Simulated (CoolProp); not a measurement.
The fluid at 293.15 K and 0.891 MPa expands adiabatically to 0.0761 MPa with isentropic efficiency 0.7. The same conditions are run with several fluids, on thermodynamics alone (safety and materials aside).

Computed with CoolProp (reference Helmholtz-energy equation of state of each fluid (fluorine: de Reuck 1990; CH3F (R41): Lemmon 2006; CF4 (R14): Platzer 1990; dry air: Lemmon 2000; ethane: Bücker 2006)). The equations of Platzer and Polt are older, rougher fits. Blends and air are pseudo-pure fits.

Problem. Rank fluorine, CH3F (R41), CF4 (R14), dry air, ethane by work (kJ/kg), highest first.

Solution. ethane (107), dry air (103), CH3F (R41) (88.8), fluorine (79.9), CF4 (R14) (38.8)

```csv
fluid,final temperature (K),final density (kg/m³)
fluorine,191.7,1.82
CH3F (R41),194.6,1.65
CF4 (R14),227.1,3.57
dry air,188.4,1.41
ethane,215.4,1.30
```
